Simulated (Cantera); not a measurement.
A closed system holds: 1 mol CO, 0.02 mol CO₂, 1.7 mol N₂, held at 72.0 Pa.

These are equilibrium values from Cantera (NASA tables, ideal gas, pure condensed phases), not measurements of a reactor. Candidate condensed phases: C; 24 gas species. Equilibrium is a limit: real reactors are often held back by kinetics, nucleation or transport. All values below are at 1898 K.

Base state: N₂ 0.625, CO 0.368, CO₂ 0.00734 (mole fractions); condensed: gas only.

Q: What changes in the equilibrium state with this change: CO replaced by C₃H₆?

A: 
```csv
species,before,after
H₂,0,0.612
N₂,0.625,0.352
H,0,0.0228
CO,0.368,0.00834
CO₂,0.00734,<1e-9
HCN,0,0.00448
"C(graphite), mol",0,2.96
```
Further candidate phases: C₆H₆, C₇H₈, C₈H₁₈, H₂O.
